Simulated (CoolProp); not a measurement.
Vapour-liquid equilibrium of carbon dioxide (1) + C2F6 (R116) (2) at -31.45 °C; x and y are mole fractions of (1).

Computed with CoolProp (multi-fluid Helmholtz-energy mixture model, Span 1996 and Lemmon 2006; pair parameters Bell 2016).

```csv
x,bubble pressure (kPa),y at the bubble point,dew pressure at overall composition x (kPa),liquid density (mol/L)
0.05,819.3,[?],758.9,10.21
0.15,1004,[?],831.3,10.83
0.25,1168,0.471,916.9,11.53
0.35,1299,[?],1019,12.34
0.45,1394,0.627,[?],13.30
0.55,1457,0.676,1281,14.47
0.65,1494,0.718,1425,15.92
0.75,1510,0.761,1508,17.74
0.85,1500,0.816,1482,20.01
0.95,1435,0.913,1404,22.88
```

**Question.** Complete the blanks.

**Answer.** 
- 0.05, y at the bubble point: 0.135
- 0.15, y at the bubble point: 0.336
- 0.35, y at the bubble point: 0.562
- 0.45, dew pressure at overall composition x (kPa): 1140

y crosses x between x = 0.75 and 0.85: the model has an azeotrope there.

Pair parameters are fitted to limited data, so mixtures are less certain than the pure fluids.
